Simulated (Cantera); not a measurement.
A freely propagating, adiabatic, planar premixed flame of H₂ : O₂ : N₂ = 1 : 0.455 : 1.82 (molar parts), unburnt at 600 K and 760 Torr; mixture-averaged transport, grid criteria slope 0.08 and curve 0.16, no radiation.

Computed with Cantera and the H2/O2 subset of GRI-Mech 3.0, which has no nitrogen chemistry. Burning velocities carry a grid error of a few per cent, more on coarse grids.

Q: Predict: laminar burning velocity; thermal thickness; peak x(OH); peak x(H); peak x(HO₂); peak x(O).

A: 
- laminar burning velocity = 752 cm/s
- thermal thickness = 0.475 mm
- peak x(OH) = 0.0169
- peak x(H) = 0.0648
- peak x(HO₂) = 0.000285
- peak x(O) = 0.0118
